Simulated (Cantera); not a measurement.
An isothermal, constant-pressure homogeneous reactor starts with CH4 : N2 = 1 : 77 (molar parts), at 1450 K and 1.13 Torr. Integrator tolerance rtol = 1e-08.

Detailed kinetics in Cantera: GRI-Mech 3.0 (53 species, 325 reactions). GRI-Mech 3.0 stops at C3 and has no aromatics, soot or wall deposition, so with more carbon than oxygen in the feed, carbon stays in small species such as C2H2 where larger ones or solid carbon would form. Radical loss at walls, strong at low pressure, is not modelled.

Question: What does this change do: pressure from 1.13 Torr to 0.900 Torr?

Answer: 
```tsv
quantity	before	after
x(CH4) at 100 s	0.00648 (gas-phase equilibrium 1.43e-7)	0.00741 (gas-phase equilibrium 1.14e-7)
x(H) at 100 s	5.18e-6 (gas-phase equilibrium 3.39e-5)	4.46e-6 (gas-phase equilibrium 3.79e-5)
x(HCN) at 100 s	7.07e-8 (gas-phase equilibrium 0.0114)	4.71e-8 (gas-phase equilibrium 0.0114)
x(C2H2) at 100 s	0.00298 (gas-phase equilibrium 0.000606)	0.00246 (gas-phase equilibrium 0.000606)
x(C2H) at 100 s	2.29e-9 (gas-phase equilibrium 1.48e-9)	1.93e-9 (gas-phase equilibrium 1.65e-9)
x(C2H4) at 100 s	0.000123 (gas-phase equilibrium 8.15e-9)	0.000174 (gas-phase equilibrium 6.52e-9)
x(CH2) at 100 s	2.52e-8 (gas-phase equilibrium 7.10e-12)	2.83e-8 (gas-phase equilibrium 7.10e-12)
```
